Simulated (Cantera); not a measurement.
A closed system holds: 1 mol Si, 10 mol HCl, 69 mol N₂, equilibrated at 1102 °C.

Equilibrium computed with Cantera from the NASA thermochemical tables; the gas is ideal and each condensed phase is pure. Candidate condensed phases: NH₄Cl, Si, Si₃N₄; 28 gas species. N₂ is the only nitrogen source here; it is nearly inert below about 1500 K, so the nitride shown seldom forms there in practice. Kinetics and transport are ignored.

What share of the Si ends up in condensed phases as a function of P (Pa), at 1, 6.80, 46, 320, 2200, 15000, 100000?


| P (Pa) | Si condensed (%) | as |
|---|---|---|
| 1 | 0.0 | - |
| 6.80 | 0.0 | - |
| 46 | 0.0 | - |
| 320 | 0.0 | - |
| 2200 | 7.0 | Si₃N₄(s) |
| 15000 | 14.4 | Si₃N₄(s) |
| 100000 | 9.2 | Si₃N₄(s) |
